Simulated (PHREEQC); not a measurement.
Synthetic water in mmol/kgw, 20 °C, pH 5.83, pe -0.1: Na 0.0892; K 0.0164; Ca 0.0298; Mg 0.0148; Cl 0.0579; S(6) 0.0396; Alkalinity (meq/kgw) 0.0612; Br 0.00251; Si 8.06e-05.

Valence states are taken as typed.

Computed with PHREEQC (ion-association model, phreeqc.dat).

Each row changes one thing in this solution. No solid was allowed to form.

| case | CO2 (mol/kgw) | HCO3- (mol/kgw) | HSO4- (mol/kgw) | CO3-2 (mol/kgw) | MgOH+ (mol/kgw) | SI of Quartz (SiO2) |
|---|---|---|---|---|---|---|
| as made | 0.000219 | 6.27e-5 | 4.80e-9 | 1.89e-9 | 2.15e-11 | -3.04 |
| Br from 0.00251 to 0.00126 mmol/kgw | 0.000219 | 6.27e-5 | 4.80e-9 | 1.89e-9 | 2.15e-11 | -3.04 |
| all concentrations times 4 at the same typed pH | 0.000845 | ? | 1.78e-8 | ? | 8.02e-11 | -2.44 |
| pH from 5.83 to 5.5 at the same alkalinity | 0.000481 | ? | 1.03e-8 | ? | ? | -3.04 |

Problem. Some entries are withheld; supply them.

Solution. 
- all concentrations times 4 at the same typed pH, HCO3- (mol/kgw): 0.000246
- all concentrations times 4 at the same typed pH, CO3-2 (mol/kgw): 7.82e-9
- pH from 5.83 to 5.5 at the same alkalinity, HCO3- (mol/kgw): 6.44e-5
- pH from 5.83 to 5.5 at the same alkalinity, CO3-2 (mol/kgw): 9.08e-10
- pH from 5.83 to 5.5 at the same alkalinity, MgOH+ (mol/kgw): 1.01e-11
